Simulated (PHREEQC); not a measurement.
Consider water at 49 °C with 11 mmol/kgw HF, 5.8 mmol/kgw NaF, 2.1 mmol/kgw H2SiF6 and 1.6 mmol/kgw H2SO4. Closed to the air; pH follows from the charge balance.

Model: ion-association model, wateq4f.dat, run in PHREEQC.

Problem. The ionic strength comes out as 0.0125 mol/kgw. What activity coefficients do HSO4-, H+, SO4-2, HF2-, SiF6-2 get?

Solution. HSO4- 0.89, H+ 0.90, SO4-2 0.63, HF2- 0.89, SiF6-2 0.63.

Precipitation was switched off in this run. At this temperature some constants are extrapolated from 25 °C, and those without enthalpy data are left unchanged. SiF6-2 is the database's only silicon fluoride.
